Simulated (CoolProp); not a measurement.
Vapour-liquid equilibrium of ethane (1) + propane (2) at 182.7 K; x and y are mole fractions of (1).

The numbers come from the multi-fluid Helmholtz-energy mixture model, Bücker 2006 and Lemmon 2009; pair parameters Kunz 2012 in CoolProp.

| x | bubble pressure (kPa) | y at the bubble point | dew pressure at overall composition x (kPa) | liquid density (mol/L) |
|---|---|---|---|---|
| 0.05 | 10.31 | 0.424 | ___ | 14.54 |
| 0.2 | 22.25 | 0.773 | 7.664 | 15.05 |
| 0.35 | 34.28 | 0.879 | 9.258 | ___ |
| 0.5 | 46.80 | 0.932 | 11.68 | ___ |
| 0.65 | 59.90 | 0.963 | 15.82 | 16.70 |
| 0.8 | 73.43 | 0.983 | ___ | 17.31 |
| 0.95 | 87.04 | ___ | 53.67 | 17.94 |

### Question
What belongs in the gaps?

### Answer

- 0.05, dew pressure at overall composition x (kPa): 6.538
- 0.35, liquid density (mol/L): 15.57
- 0.5, liquid density (mol/L): 16.13
- 0.8, dew pressure at overall composition x (kPa): 24.47
- 0.95, y at the bubble point: 0.997

No azeotrope shows between x = 0.05 and 0.95.

Pair parameters are fitted to limited data, so mixtures are less certain than the pure fluids.
